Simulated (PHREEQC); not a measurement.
**Copper plating or etch bath: an equilibrium model**

A solution holds 3.9 mmol/kgw CuSO4, 16 mmol/kgw HCl and 0.12 mmol/kgw H3BO3, at 20 °C. Closed to the air; pH follows from the charge balance.

Equilibrium calculation in PHREEQC: ion-association model, wateq4f.dat.

Each row changes one thing in this solution. Precipitation was switched off in this run.

| case | pH | ionic strength (mol/kgw) | SO4-2 (mol/kgw) | HSO4- (mol/kgw) |
|---|---|---|---|---|
| as made | 1.89 | 0.0269 | 0.00203 | 0.00145 |
| diluted 5-fold with water | 2.54 | 0.00588 | 0.000612 | 0.000121 |
| diluted 10-fold with water | 2.83 | 0.00302 | 0.000338 | 3.66e-5 |
| CuSO4 replaced by CdSO4 at the same molality | 1.89 | 0.0240 | 0.00204 | 0.00149 |
| CuSO4 from 0.0039 to 0.00429 mol/kgw | (withheld) | 0.0279 | 0.00223 | (withheld) |
| HCl from 0.016 to 0.024 mol/kgw | 1.72 | 0.0345 | 0.00176 | 0.00181 |
| temperature from 20 to 45 °C | (withheld) | 0.0259 | 0.00160 | (withheld) |

**Question.** What belongs in the gaps?

**Answer.** 
- CuSO4 from 0.0039 to 0.00429 mol/kgw, pH: 1.90
- CuSO4 from 0.0039 to 0.00429 mol/kgw, HSO4- (mol/kgw): 0.00156
- temperature from 20 to 45 °C, pH: 1.91
- temperature from 20 to 45 °C, HSO4- (mol/kgw): 0.00193

Species that the database lacks are ignored. At this temperature some constants are extrapolated from 25 °C, and those without enthalpy data are left unchanged.
